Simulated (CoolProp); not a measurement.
n-heptane along the isobar 795 kPa: Z from the reference equation and from simpler models built on Tc = 268.1 °C, pc = 2774 kPa, ω = 0.349; each cubic takes its own stable root.

Values from CoolProp's reference Helmholtz-energy equation of state, Span 2003. It is a short technical equation, of lower accuracy than the large ones.

```
T (°C)   phase  reference  van der Waals  Redlich-Kwong  Soave-Redlich-Kwong  Peng-Robinson
------  ------  ---------  -------------  -------------  -------------------  -------------
-23.75  liquid    0.05330        0.09257        0.06234              0.06072        0.05409
-19.15  liquid          …        0.09129        0.06150              0.05985        0.05330
-14.55  liquid    0.05195        0.09007        0.06070              0.05902        0.05254
-9.95   liquid    0.05132        0.08889        0.05994              0.05822        0.05182
-5.35   liquid    0.05071        0.08776        0.05921              0.05746              …
-0.75   liquid    0.05012        0.08668        0.05851              0.05672        0.05046
3.85    liquid    0.04956        0.08564        0.05784              0.05602        0.04983
8.45    liquid    0.04902        0.08464              …              0.05535        0.04922
13.05   liquid    0.04850        0.08369        0.05659              0.05471        0.04863
17.65   liquid    0.04800        0.08277        0.05601              0.05409        0.04807
22.25   liquid    0.04752        0.08189        0.05545              0.05350        0.04753
26.85   liquid    0.04705        0.08105        0.05492              0.05294        0.04702
31.45   liquid    0.04661        0.08025        0.05441              0.05240        0.04653
```

Problem. Complete the blanks.

Solution. 
- -19.15, reference: 0.05262
- -5.35, Peng-Robinson: 0.05113
- 8.45, Redlich-Kwong: 0.05720
